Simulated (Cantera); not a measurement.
ZrO2 + H2 (hydrogen reduction and annealing atmospheres)

Input: 1 mol ZrO2, 2600 mol H2, equilibrated at 0.00133 bar.

Cantera equilibrium calculation (NASA polynomials, part measured and part estimated; ideal gas, pure solids and liquids). Candidate condensed phases: H2O, Zr, ZrO2; 12 gas species. The numbers say what is thermodynamically allowed, not how fast it happens.

```csv
T (K),x H2,x H,x H2O,x ZrO,x Zr,n ZrO2(monoclinic),n ZrO2(tetragonal)
1375,1.000,9.38e-5,3.75e-10,1.77e-12,<1e-12,1.00,0
1425,1.000,0.000187,9.28e-10,1.20e-11,<1e-12,1.000,0
1475,1.000,0.000355,2.16e-9,7.15e-11,4.58e-12,1.000,0
1525,0.999,0.000648,4.69e-9,3.75e-10,2.30e-11,0,1.000
1575,0.999,0.00114,9.72e-9,1.76e-9,1.04e-10,0,1.000
1625,0.998,0.00193,1.92e-8,7.55e-9,4.30e-10,0,1.000
1675,0.997,0.00317,3.64e-8,2.95e-8,1.63e-9,0,1.000
1725,0.995,0.00507,8.76e-8,8.10e-8,3.29e-9,0,1.000
1775,0.992,0.00790,2.11e-7,1.99e-7,5.77e-9,0,0.999
1825,0.988,0.0120,4.83e-7,4.64e-7,9.75e-9,0,0.999
1875,0.982,0.0178,1.06e-6,1.03e-6,1.59e-8,0,0.997
1925,0.974,0.0258,2.23e-6,2.19e-6,2.53e-8,0,0.994
1975,0.963,0.0368,4.52e-6,4.45e-6,3.90e-8,0,0.988
```
x: gas mole fraction; n: condensed amount in mol.

From 1375 K to 1475 K the condensed part is ZrO2(monoclinic). From 1525 K to 1975 K the condensed part is ZrO2(tetragonal).
